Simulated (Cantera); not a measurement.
Mixture: H2 : O2 : N2 = 1 : 0.417 : 1.57 (molar parts), equivalence ratio 1.2, at 0.987 atm, adiabatic and at constant volume. Ignition delay is the time to a rise of 400 K.

Computed with Cantera and GRI-Mech 3.0 (53 species, 325 reactions). Where the delays flatten at high temperature, the 400 K rule measures the pace of heat release, not the induction time.

Predict: delay at 1125 K; delay at 1325 K; delay at 1525 K; delay at 1725 K; delay at 1925 K.


```
Item              Result
---------------  -------
delay at 1125 K  72.7 µs
delay at 1325 K  25.6 µs
delay at 1525 K  14.4 µs
delay at 1725 K  11.5 µs
delay at 1925 K  11.8 µs
```
